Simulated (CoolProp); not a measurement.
Ammonia along the isotherm 224.3 K: fugacity coefficient from the reference equation and from simpler models built on Tc = 405.6 K, pc = 11.36 MPa, ω = 0.256; each cubic takes its own stable root.

The numbers come from the reference Helmholtz-energy equation of state, Gao 2020 in CoolProp.

| p (MPa) | phase | reference |
|---|---|---|
| 0.316 | liquid | 0.1364 |
| 0.511 | liquid | 0.08455 |
| 0.825 | liquid | 0.05258 |
| 1.33 | liquid | 0.03283 |
| 2.15 | liquid | 0.02053 |
| 3.48 | liquid | 0.01290 |
| 5.62 | liquid | 0.008216 |
| 9.09 | liquid | 0.005314 |
| 14.7 | liquid | 0.003533 |
| 23.7 | liquid | 0.002461 |
| 38.3 | liquid | 0.001836 |

How far does each simpler model (Redlich-Kwong, Peng-Robinson) lie from the reference over these 11 states: mean and median of the absolute difference, and the worst?


- Redlich-Kwong: mean 122.7 %, median 117.8 %, worst +148.6 % at 224.3 K and 38.3 MPa
- Peng-Robinson: mean 1.3 %, median 0.6 %, worst +5.7 % at 224.3 K and 38.3 MPa
